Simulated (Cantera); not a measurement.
Input (Python, Cantera):

```python
import numpy as np
import cantera as ct

gas = ct.Solution("gri30.yaml", transport_model="mixture-averaged")
show = ['CH3', 'N2', 'H2O']

rows = []
print(f"{'T/K':>7s}{'rho':>11s}{'cp':>10s}{'mu':>11s}{'lambda':>11s}{'Pr':>7s}" + "".join(f"{'D_' + s:>11s}" for s in show))
for T in [400, 550, 700, 850, 1000, 1150, 1300]:
    gas.TPX = T, 500000, {'N2': 0.1, 'C3H8': 0.76, 'C2H2': 0.88, 'CH4': 0.075}
    Pr = gas.cp_mass * gas.viscosity / gas.thermal_conductivity
    D = [gas.mix_diff_coeffs_mole[gas.species_index(s)] for s in show]
    rows.append([gas.density, gas.cp_mass, gas.viscosity, gas.thermal_conductivity, Pr, *D])
    print(f"{T:7g}{gas.density:11.4e}{gas.cp_mass:10.1f}{gas.viscosity:11.4e}"
          f"{gas.thermal_conductivity:11.4e}{Pr:7.3f}" + "".join(f"{d:11.4e}" for d in D))
print("SI units: kg/m3, J/kg/K, Pa s, W/m/K, m2/s")
```

Output:

```
    T/K        rho        cp         mu     lambda     Pr      D_CH3       D_N2      D_H2O
    400 5.0057e+00    2014.2 1.2514e-05 3.3856e-02  0.744 5.3252e-06 4.7855e-06 5.1822e-06
    550 3.6405e+00    2453.0 1.6381e-05 5.2375e-02  0.767 9.4291e-06 8.3938e-06 9.6133e-06
    700 2.8604e+00    2805.9 1.9796e-05 7.0899e-02  0.783 1.4380e-05 1.2730e-05 1.5128e-05
    850 2.3556e+00    3091.6 2.2886e-05 8.9069e-02  0.794 2.0094e-05 1.7727e-05 2.1601e-05
   1000 2.0023e+00    3330.5 2.5731e-05 1.0676e-01  0.803 2.6514e-05 2.3337e-05 2.8944e-05
   1150 1.7411e+00    3511.5 2.8386e-05 1.2391e-01  0.804 3.3595e-05 2.9522e-05 3.7088e-05
   1300 1.5402e+00    3669.1 3.0888e-05 1.4051e-01  0.807 4.1303e-05 3.6255e-05 4.5983e-05
SI units: kg/m3, J/kg/K, Pa s, W/m/K, m2/s
```

Detailed kinetics in Cantera: GRI-Mech 3.0 (53 species, 325 reactions). The composition is frozen, though it would react at the higher temperatures.
